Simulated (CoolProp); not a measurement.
Aqueous magnesium chloride as a coolant, 22 % by mass, freezing at -35.4 °C, 1 atm.

Computed with CoolProp (Melinder's fits for secondary coolants).

| T (°C) | conductivity (W/(m K)) | cp (kJ/(kg K)) | viscosity (mPa s) | density (kg/m³) |
|---|---|---|---|---|
| -3.1 | 0.501 | 2.958 | 8.12 | 1205 |
| 0.2 | 0.507 | 2.967 | 7.12 | 1204 |
| 3.5 | 0.513 | 2.976 | 6.27 | 1203 |
| 6.7 | 0.518 | 2.985 | 5.56 | 1201 |
| 10 | 0.524 | 2.993 | 4.93 | 1200 |
| 13.2 | 0.530 | 3.002 | 4.40 | 1198 |
| 16.5 | 0.535 | 3.010 | 3.94 | 1197 |
| 19.8 | 0.541 | 3.019 | 3.53 | 1195 |
| 23 | 0.547 | 3.027 | 3.20 | 1194 |
| 26.3 | 0.552 | 3.035 | 2.90 | 1192 |
| 29.5 | 0.557 | 3.043 | 2.65 | 1191 |
| 32.8 | 0.563 | 3.051 | 2.43 | 1189 |
| 36.1 | 0.568 | 3.059 | 2.24 | 1188 |
| 39.3 | 0.573 | 3.066 | 2.09 | 1187 |
